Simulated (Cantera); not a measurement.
Charge: 1 mol C3H8, 0.062 mol H2O, 9.7 mol N2, 0.41 mol H2, equilibrated at 2023 K and 77.0 mbar.

These are equilibrium values from Cantera (NASA tables, ideal gas, pure condensed phases), not measurements of a reactor. Candidate condensed phases: C, C6H6, C7H8, C8H18, H2O; 136 gas species. Equilibrium is a limit: real reactors are often held back by kinetics, nucleation or transport.

Task: What is the equilibrium state?

Result: 
```
Item                    Result
-------------------  ---------
x(N2)                    0.676
x(H2)                    0.308
x(HCN)                 0.00735
x(CO)                  0.00435
x(H)                   0.00380
x(HNC)                0.000436
x(C2H2 (acetylene))   0.000275
x(CH4)                 2.91e-6
x(CN)                  2.25e-6
n(C(graphite))        2.82 mol
gas amount           14.26 mol
```
